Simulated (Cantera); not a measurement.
A closed system holds: 1 mol CsOH, 0.21 mol H2, 0.16 mol H2O, equilibrated at 13.3 mbar.

These are equilibrium values from Cantera (NASA tables, ideal gas, pure condensed phases), not measurements of a reactor. Candidate condensed phases: Cs, CsOH, H2O; 15 gas species. Rates play no part.

Problem. At 1048 K, list the 4 most abundant gas species with their mole fractions, and the condensed phases.

Solution. CsOH 0.671, H2O 0.148, H2 0.137, Cs 0.0310. Condensed: gas only.
